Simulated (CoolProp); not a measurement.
Vapour-liquid equilibrium of acetone (1) + benzene (2) at 71.65 °C; x and y are mole fractions of (1).

The numbers come from the multi-fluid Helmholtz-energy mixture model, Lemmon 2006 and Thol 2012; pair parameters Bell 2016 in CoolProp.

```
x     bubble pressure (MPa)  y at the bubble point  dew pressure at overall composition x (MPa)  liquid density (mol/L)
----  ---------------------  ---------------------  -------------------------------------------  ----------------------
0.05                0.08524             (withheld)                                      0.08037                   10.61
0.2                  0.1044                  0.388                                      0.08978              (withheld)
0.35                 0.1197             (withheld)                                       0.1012                   11.11
0.5                  0.1326             (withheld)                                   (withheld)                   11.40
0.65                 0.1441             (withheld)                                       0.1303                   11.71
0.8              (withheld)                  0.872                                       0.1469                   12.06
0.95                 0.1647             (withheld)                                       0.1629                   12.44
```

**Question.** Complete the blanks.

**Answer.** 
- 0.05, y at the bubble point: 0.131
- 0.2, liquid density (mol/L): 10.85
- 0.35, y at the bubble point: 0.549
- 0.5, y at the bubble point: 0.671
- 0.5, dew pressure at overall composition x (MPa): 0.1147
- 0.65, y at the bubble point: 0.775
- 0.8, bubble pressure (MPa): 0.1547
- 0.95, y at the bubble point: 0.968

No azeotrope shows between x = 0.05 and 0.95.

The pair parameters rest on a limited set of measurements; away from them the model extrapolates.
